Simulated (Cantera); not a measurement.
A Cantera script and its output.

```python
import numpy as np
import cantera as ct

gas = ct.Solution("gri30.yaml")
gas.TPX = 2300, 8000, {'CH4': 0.012, 'H2': 1, 'CO2': 0.013}
reactor = ct.IdealGasConstPressureReactor(gas, energy="off", clone=False)
net = ct.ReactorNet([reactor])
net.rtol, net.atol = 1e-08, 1e-18
show = ['CH4', 'H2', 'CO2', 'CH2O', 'C2H6']
times = np.geomspace(1e-06, 40, 12)

steps = ct.SolutionArray(gas, extra=["t"])
rows = []
print(f"{'t/s':>10s}{'T/K':>9s}{'P/Pa':>11s}" + "".join(f"{s:>11s}" for s in show))
for t in times:
    while net.time < t:
        t_next = net.step()
        steps.append(gas.state, t=t_next)
    rows.append([np.interp(t, steps.t, y) for y in (steps.T, steps.P, *steps(*show).X.T)])
    print(f"{t:10.3e}{rows[-1][0]:9.1f}{rows[-1][1]:11.4g}" + "".join(f"{x:11.3e}" for x in rows[-1][2:]))
rate = np.gradient(steps.T, steps.t)
print("integrator steps:", len(steps.t))
if steps.T.max() > steps.T[0] + 200:
    print(f"time of steepest temperature rise: {steps.t[rate.argmax()]:.4e} s")
gas.TPX = 2300, 8000, {'CH4': 0.012, 'H2': 1, 'CO2': 0.013}
gas.equilibrate("TP")
print(f"equilibrium (TP): T = {gas.T:.1f} K  " + "  ".join(f"{s} {gas[s].X[0]:.3e}" for s in show))
```

It prints:

```
       t/s      T/K       P/Pa        CH4         H2        CO2       CH2O       C2H6
 1.000e-06   2300.0       8000  1.170e-02  9.756e-01  1.268e-02  3.412e-13  1.572e-12
 4.910e-06   2300.0       8000  1.167e-02  9.755e-01  1.268e-02  3.774e-11  1.802e-10
 2.411e-05   2300.0       8000  1.159e-02  9.752e-01  1.266e-02  3.276e-09  5.231e-09
 1.184e-04   2300.0       8000  1.119e-02  9.730e-01  1.228e-02  1.077e-07  9.260e-08
 5.813e-04   2300.0       8000  9.110e-03  9.601e-01  6.190e-03  3.893e-07  5.608e-07
 2.854e-03   2300.0       8000  2.228e-03  9.479e-01  2.940e-05  2.177e-07  7.465e-08
 1.401e-02   2300.0       8000  3.919e-04  9.444e-01  2.707e-05  4.927e-08  2.960e-09
 6.881e-02   2300.0       8000  1.430e-04  9.426e-01  1.661e-05  1.141e-08  4.534e-10
 3.379e-01   2300.0       8000  2.571e-05  9.421e-01  6.107e-06  1.397e-09  1.553e-11
 1.659e+00   2300.0       8000  1.652e-07  9.422e-01  4.127e-06  7.114e-10  7.228e-16
 8.146e+00   2300.0       8000  1.051e-09  9.422e-01  4.122e-06  7.084e-10  2.995e-20
 4.000e+01   2300.0       8000  1.051e-09  9.422e-01  4.122e-06  7.084e-10  2.995e-20
integrator steps: 1644
equilibrium (TP): T = 2300.0 K  CH4 1.191e-09  H2 9.422e-01  CO2 4.122e-06  CH2O 7.084e-10  C2H6 3.789e-20
```

Detailed kinetics in Cantera: GRI-Mech 3.0 (53 species, 325 reactions).
